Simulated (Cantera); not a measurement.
# Hydrocarbon pyrolysis for carbon deposition

An isothermal, constant-pressure homogeneous reactor starts with CH4 : H2 : N2 = 1 : 2.7 : 0.083 (molar parts), at 1550 K and 1330 Pa.

Model: GRI-Mech 3.0 (53 species, 325 reactions), integrated in Cantera. GRI-Mech 3.0 stops at C3 and has no aromatics, soot or wall deposition, so with more carbon than oxygen in the feed, carbon stays in small species such as C2H2 where larger ones or solid carbon would form. Radical loss at walls, strong at low pressure, is not modelled.

```csv
t (s),x CH4,x H2,x C2H4,x C2H,x CH3
4.00e-5,0.264,0.714,<1e-12,<1e-12,4.03e-7
0.000139,0.264,0.714,2.34e-12,<1e-12,1.54e-6
0.000485,0.264,0.714,1.61e-10,<1e-12,5.48e-6
0.00169,0.264,0.714,7.97e-9,<1e-12,1.92e-5
0.00587,0.264,0.714,3.50e-7,<1e-12,6.67e-5
0.0204,0.264,0.714,1.45e-5,<1e-12,0.000226
0.0711,0.262,0.715,0.000439,3.35e-11,0.000647
0.248,0.249,0.723,0.00177,1.69e-9,0.000804
0.862,0.207,0.748,0.00138,8.80e-9,0.000694
3.00,0.127,0.799,0.000662,2.49e-8,0.000472
```
x: mole fraction; the columns are a selection and need not sum to one.

Equilibrium at this temperature and pressure: CH4 0.00170, H2 0.877, C2H4 0.000195, C2H 7.14e-8, CH3 1.01e-5 (gas phase only).
